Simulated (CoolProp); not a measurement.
R115 along the isobar 5460 kPa: Z from the reference equation and from simpler models built on Tc = 353.1 K, pc = 3129 kPa, ω = 0.248; each cubic takes its own stable root.

Model: reference Helmholtz-energy equation of state, Lemmon 2016, in CoolProp.

```tsv
T (K)	phase	reference	van der Waals	Redlich-Kwong	Soave-Redlich-Kwong	Peng-Robinson
216.3	liquid	0.2890	0.4494	0.3106	0.3029	0.2689
251.7	liquid	0.2674	0.4099	0.2889	0.2802	0.2483
287.2	liquid	0.2563	0.3865	0.2807	0.2715	0.2405
322.7	liquid	0.2574	0.3784	0.2882	0.2805	0.2493
358.1	supercritical	0.2860	0.3913	0.3262	0.3293	0.2977
393.6	supercritical	0.4808	0.4526	0.4651	0.5246	0.4927
429.1	supercritical	0.6761	0.5937	0.6427	0.7087	0.6736
464.5	supercritical	0.7805	0.7038	0.7455	0.8096	0.7753
500	supercritical	0.8467	0.7742	0.8110	0.8737	0.8412
```
